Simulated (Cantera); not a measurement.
Input: 1 mol SiCl4, 0.0075 mol C2H4, 920 mol H2, held at 1450 °C and 10.0 Torr.

Equilibrium computed with Cantera from the NASA thermochemical tables; the gas is ideal and each condensed phase is pure. Candidate condensed phases: C, C6H6, C7H8, C8H18, Si, SiC; 109 gas species. Mutual solubility and eutectic melting of coexisting phases are not modelled. Gases not in the tables: Si2H6 and higher silanes. The numbers say what is thermodynamically allowed, not how fast it happens.

Problem. What is the equilibrium state?

Solution. 
| Quantity | Value |
|---|---|
| x(H2) | 0.994 |
| x(HCl) | 0.00420 |
| x(H) | 0.00157 |
| x(Si) | 7.38e-5 |
| x(SiCl2) | 6.14e-5 |
| x(SiH2) | 1.69e-5 |
| x(SiH) | 1.22e-5 |
| x(Cl) | 5.16e-6 |
| x(SiCl) | 5.01e-6 |
| n(Si(l)) | 0.828 mol |
| n(SiC(s)) | 0.0143 mol |
| gas amount | 922.8 mol |
| log10 activity of C(graphite) (absent) | -1.78 |
